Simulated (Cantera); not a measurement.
Charge: 1 mol Al, 49 mol H₂O, 94 mol N₂, at 1025 K and 2.80 mbar.

Equilibrium computed with Cantera from the NASA thermochemical tables; the gas is ideal and each condensed phase is pure. Candidate condensed phases: Al, AlN, Al₂O₃, H₂O; 35 gas species. The numbers say what is thermodynamically allowed, not how fast it happens.

What is the equilibrium state?


```
Property                             Result
--------------------------------  ---------
x(N₂)                                 0.657
x(H₂O)                                0.332
x(H₂)                                0.0105
n(Al₂O₃(s))                       0.500 mol
gas amount                        143.0 mol
log10 activity of Al(l) (absent)     -22.11
```
